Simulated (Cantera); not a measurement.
Input: 1 mol SiCl4, 0.99 mol HCl, 410 mol H2, equilibrated at 8.25 Torr.

Equilibrium computed with Cantera from the NASA thermochemical tables; the gas is ideal and each condensed phase is pure. Candidate condensed phases: Si; 19 gas species. Gases not in the tables: Si2H6 and higher silanes. Kinetics and transport are ignored.

Problem. Which condensed phases are stable at each of these points (T (°C)): 1477, 1552, 1627, 1702, 1777, 1852, 1927, 2002, 2077, 2152, 2227?

Solution. 
| T (°C) | condensed phases | Si condensed (%) |
|---|---|---|
| 1477 | Si(l) | 74.4 |
| 1552 | Si(l) | 61.9 |
| 1627 | Si(l) | 27.6 |
| 1702 | gas only | 0.0 |
| 1777 | gas only | 0.0 |
| 1852 | gas only | 0.0 |
| 1927 | gas only | 0.0 |
| 2002 | gas only | 0.0 |
| 2077 | gas only | 0.0 |
| 2152 | gas only | 0.0 |
| 2227 | gas only | 0.0 |

From 1477 °C to 1627 °C the condensed part is Si(l). From 1702 °C to 2227 °C nothing is condensed.
